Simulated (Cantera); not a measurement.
Input (Python, Cantera) and output of one run.

```python
import numpy as np
import cantera as ct

gas_names = [...]  # 110 gases of nasa_gas.yaml made of C, H, O
cond_names = """
    C(gr) C6H6(L) C7H8(L) C8H18(L),n-octa H2O(s) H2O(L)
""".split()


# ... load() reads the species with a 1 bar reference pressure and builds the phases ...
atoms = {
    'CH4': {'C': 1, 'H': 4},
    'O2': {'O': 2},
}
top_T = {'C(gr)': 4500}  # K; cautious upper limits of use, not melting points


# ... equilibrate(T, P, feed) seeds the gas with the atoms and calls Mixture.equilibrate('TP', solver="vcs", rtol=1e-11, max_steps=5000) ...
results = []
T = 2673  # K
P = 13332.2  # Pa
for m in [0.06, 0.076, 0.096, 0.12, 0.15, 0.2, 0.25, 0.32, 0.4, 0.51]:
    feed = {'CH4': 1, 'O2': m}  # mol
    mix = equilibrate(T, P, feed)
    results.append((T, P, feed, dict(zip(mix.species_names, mix.species_moles))))

top = {s: max(r[3][s] / sum(r[3][g] for g in gas_names) for r in results) for s in gas_names}
cols = sorted((s for s in top if top[s] > 1e-05), key=lambda s: -top[s])[:6]
seen = [c for c in cond_names if any(r[3].get(c, 0) > 1e-12 for r in results)]
print("log10 of partial pressures in bar; condensed amounts in mol")
print(f"{'n(O2)':>10s}" + "".join(f"{s[:9]:>10s}" for s in cols + seen))
for T, P, feed, n in results:
    ng = sum(n[g] for g in gas_names)
    print(f"{feed['O2']:10.4g}" + "".join(f"{np.log10(max(n[s] / ng * P / 1e5, 1e-99)):10.3f}" for s in cols)
          + "".join(f"{n.get(c, 0):10.4g}" for c in seen))
```

Result:

```
log10 of partial pressures in bar; condensed amounts in mol
     n(O2)        H2        CO         H C2H2,acet       H2O       CO2     C(gr)
      0.06    -0.970    -2.151    -1.775    -2.640    -7.908    -9.912    0.7991
     0.076    -0.977    -2.054    -1.779    -2.647    -7.818    -9.719    0.7671
     0.096    -0.985    -1.960    -1.783    -2.655    -7.733    -9.532    0.7271
      0.12    -0.994    -1.873    -1.787    -2.664    -7.654    -9.356    0.6792
      0.15    -1.006    -1.787    -1.793    -2.676    -7.580    -9.185    0.6192
       0.2    -1.024    -1.680    -1.802    -2.694    -7.492    -8.970    0.5193
      0.25    -1.042    -1.600    -1.811    -2.712    -7.430    -8.811    0.4194
      0.32    -1.066    -1.516    -1.823    -2.736    -7.369    -8.642    0.2795
       0.4    -1.092    -1.444    -1.836    -2.762    -7.323    -8.498    0.1196
      0.51    -1.117    -1.377    -1.849   -11.091    -3.130    -4.212         0
```

Method: chemical equilibrium by Gibbs-energy minimisation in Cantera with the NASA 1993 tables (ideal gas, pure condensed phases).
